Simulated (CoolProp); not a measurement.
Vapour-liquid equilibrium of R13 (1) + isobutane (2) at -69.25 °C; x and y are mole fractions of (1).

Values from CoolProp's multi-fluid Helmholtz-energy mixture model, Platzer 1990 and Bücker 2006; pair parameters Bell 2016. This equation is an older, rougher fit; its heat capacities, sound speeds and derivatives of the liquid may be far off and weren't checked against measurements.

Give the bubble pressure and the first vapour's composition at x = 0.275, 0.425, 0.5. Is there an azeotrope?

x = 0.275: 0.08398 MPa, y = 0.951; x = 0.425: 0.1087 MPa, y = 0.967; x = 0.5: 0.1186 MPa, y = 0.971. No azeotrope shows between x = 0.05 and 0.95.

Pair parameters are fitted to limited data, so mixtures are less certain than the pure fluids. With so large a gap from Raoult's law the liquid may split in two, which this calculation doesn't test in full.
